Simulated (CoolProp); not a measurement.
R227EA at several states: fugacity coefficient from the reference equation and from simpler models built on Tc = 374.9 K, pc = 2925 kPa, ω = 0.358; each cubic takes its own stable root.

The numbers come from the reference Helmholtz-energy equation of state, Lemmon 2016 in CoolProp.

```
T (K)  p (kPa)   phase  reference
-----  -------  ------  ---------
189.4      160  liquid   0.009339
201.8     46.4  liquid    0.08997
474.3     61.4     gas     0.9970
213.3    16300  liquid   0.001464
```

### Question
How far does each simpler model (van der Waals, Peng-Robinson) lie from the reference over these 4 states: mean and median of the absolute difference, and the worst?

### Answer
- van der Waals: mean 2398.0 %, median 2030.3 %, worst +5531.2 % at 189.4 K and 160 kPa
- Peng-Robinson: mean 4.0 %, median 3.4 %, worst +9.1 % at 189.4 K and 160 kPa

At some of these states van der Waals gives the other phase, because its saturation line lies elsewhere.
